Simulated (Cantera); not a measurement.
Input (Python, Cantera) and output of one run.

```python
import numpy as np
import cantera as ct

gas_names = """
    CL CL2 H HCL H2 Si SiCL SiCL2 SiCL3 SiCL4 SiH SiHCL3 SiH2 SiH2CL2 SiH3 SiH3CL SiH4 Si2 Si3
""".split()
cond_names = """
    Si(cr) Si(L)
""".split()


def load(file, names, dense=False):
    # The tables refer to 1 bar. Condensed volumes are neglected.
    table = {s.name: s for s in ct.Species.list_from_file(file)}
    out = []
    for n in names:
        d = dict(table[n].input_data)
        d["thermo"] = dict(d["thermo"], **{"reference-pressure": 1e5})
        if dense:
            d["equation-of-state"] = {"model": "constant-volume", "density": "1e6 g/cm^3"}
        out.append(ct.Species.from_dict(d))
    return out


gas = ct.Solution(thermo="ideal-gas", species=load("nasa_gas.yaml", gas_names))
cond = {s.name: ct.Solution(thermo="fixed-stoichiometry", species=[s], name=s.name)
        for s in load("nasa_condensed.yaml", cond_names, dense=True)}
atoms = {
    'SiH2Cl2': {'Si': 1, 'H': 2, 'CL': 2},
    'H2': {'H': 2},
    'HCl': {'H': 1, 'CL': 1},
}
top_T = {}  # K; cautious upper limits of use, not melting points


def equilibrate(T, P, feed):
    n = {}
    for name, mol in feed.items():
        for a, k in atoms[name].items():
            n[a] = n.get(a, 0.0) + k * mol
    gas.TPX = T, P, n
    mass = sum(n.values()) * gas.mean_molecular_weight
    gas.equilibrate("TP")
    valid = [c for c in cond.values() if c.min_temp <= T <= top_T.get(c.name, c.max_temp)]
    mix = ct.Mixture([(gas, mass / gas.mean_molecular_weight)] + [(c, 0.0) for c in valid])
    mix.T, mix.P = T, P
    mix.equilibrate("TP", solver="vcs", rtol=1e-11, max_steps=5000)
    return mix


results = []
feed = {'SiH2Cl2': 1, 'H2': 18, 'HCl': 0.06}  # mol
T = 1350  # K
for P in [100, 460, 2100, 9600, 44000, 200000]:
    mix = equilibrate(T, P, feed)
    results.append((T, P, feed, dict(zip(mix.species_names, mix.species_moles))))
    x = sorted(zip(gas.X, gas.species_names), reverse=True)
    print(f"T = {T:g} K  P = {P:g} Pa  gas = {mix.phase_moles(0):.4g} mol")
    print("   x: " + "  ".join(f"{s} {v:.3e}" for v, s in x if v > 0.0001))
    print("   condensed (mol): " + ("  ".join(f"{mix.phase(i).name} {mix.phase_moles(i):.4g}"
          for i in range(1, mix.n_phases) if mix.phase_moles(i) > 1e-12) or "none"))
```

It prints:

```
T = 1350 K  P = 100 Pa  gas = 20.06 mol
   x: H2 9.133e-01  HCL 7.085e-02  SiCL2 1.545e-02  SiCL3 2.650e-04
   condensed (mol): Si(cr) 0.6838
T = 1350 K  P = 460 Pa  gas = 20.05 mol
   x: H2 9.139e-01  HCL 7.016e-02  SiCL2 1.514e-02  SiCL3 5.513e-04  SiCL4 1.001e-04
   condensed (mol): Si(cr) 0.6816
T = 1350 K  P = 2100 Pa  gas = 20.03 mol
   x: H2 9.155e-01  HCL 6.829e-02  SiCL2 1.432e-02  SiCL3 1.083e-03  SiCL4 4.088e-04  SiHCL3 3.138e-04
   condensed (mol): Si(cr) 0.6762
T = 1350 K  P = 9600 Pa  gas = 19.99 mol
   x: H2 9.196e-01  HCL 6.353e-02  SiCL2 1.234e-02  SiCL3 1.853e-03  SiCL4 1.388e-03  SiHCL3 1.150e-03  SiH2CL2 1.391e-04
   condensed (mol): Si(cr) 0.6627
T = 1350 K  P = 44000 Pa  gas = 19.89 mol
   x: H2 9.273e-01  HCL 5.428e-02  SiCL2 8.934e-03  SiCL4 3.333e-03  SiHCL3 3.261e-03  SiCL3 2.443e-03  SiH2CL2 4.653e-04
   condensed (mol): Si(cr) 0.6328
T = 1350 K  P = 200000 Pa  gas = 19.77 mol
   x: H2 9.368e-01  HCL 4.204e-02  SiHCL3 6.815e-03  SiCL4 5.340e-03  SiCL2 5.304e-03  SiCL3 2.383e-03  SiH2CL2 1.268e-03
   condensed (mol): Si(cr) 0.5813
```

Equilibrium computed with Cantera from the NASA thermochemical tables; the gas is ideal and each condensed phase is pure. The tables' values for SiCl3 are old estimates; treat these amounts as uncertain.
